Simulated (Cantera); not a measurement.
Mixture: 7.05 % C3H8, 19.6 % O2, 73.3 % N2, equivalence ratio 1.8, at 101000 Pa, adiabatic and at constant volume. Ignition delay is the time to a rise of 400 K.

Model: GRI-Mech 3.0 (53 species, 325 reactions), integrated in Cantera. GRI-Mech 3.0 was tuned for natural gas; its chemistry of propane as a main component is partial and can be far from experiment.

**Question.** Predict: delay at 1075 K; delay at 1275 K; delay at 1475 K; delay at 1675 K; delay at 1875 K; apparent activation energy between 1675 and 1875 K.

**Answer.** 
```json
{
 "delay at 1075 K": "95.4 ms",
 "delay at 1275 K": "1.41 ms",
 "delay at 1475 K": "93.7 µs",
 "delay at 1675 K": "20.3 µs",
 "delay at 1875 K": "8.41 µs",
 "apparent activation energy between 1675 and 1875 K": "120 kJ/mol"
}
```
